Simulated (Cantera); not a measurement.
A freely propagating, adiabatic, planar premixed flame of CH4 : O2 : N2 : H2O = 1 : 1.82 : 6.84 : 1 (molar parts), unburnt at 348 K and 0.710 bar; mixture-averaged transport, grid criteria slope 0.08 and curve 0.16, no radiation.

Cantera simulation using GRI-Mech 3.0 (53 species, 325 reactions); the numbers are that mechanism's predictions, not measurements. Burning velocities carry a grid error of a few per cent, more on coarse grids.

**Question.** What does this change do: CH4 1 to 1.3 parts?

**Answer.** 
```json
[
 {"quantity": "laminar burning velocity", "before": "36.6 cm/s", "after": "11.4 cm/s"},
 {"quantity": "thermal thickness", "before": "0.733 mm", "after": "2.04 mm"},
 {"quantity": "peak x(H2O2)", "before": "2.12e-5", "after": "1.88e-5"},
 {"quantity": "peak x(CO)", "before": "0.0441", "after": "0.0627"},
 {"quantity": "peak x(O)", "before": "0.00147", "after": "3.06e-5"}
]
```

**Question.** What does this change do: inlet temperature 348 to 425 K?

**Answer.** 
| quantity | before | after |
|---|---|---|
| laminar burning velocity | 36.6 cm/s | 52.6 cm/s |
| thermal thickness | 0.733 mm | 0.666 mm |
| peak x(H2O2) | 2.12e-5 | 1.78e-5 |
| peak x(CO) | 0.0441 | 0.0462 |
| peak x(O) | 0.00147 | 0.00175 |

**Question.** What does this change do: 0.15 parts CO2 added?

**Answer.** 
```csv
quantity,before,after
laminar burning velocity,36.6 cm/s,33.0 cm/s
thermal thickness,0.733 mm,0.789 mm
peak x(H2O2),2.12e-5,2.13e-5
peak x(CO),0.0441,0.0437
peak x(O),0.00147,0.00135
```
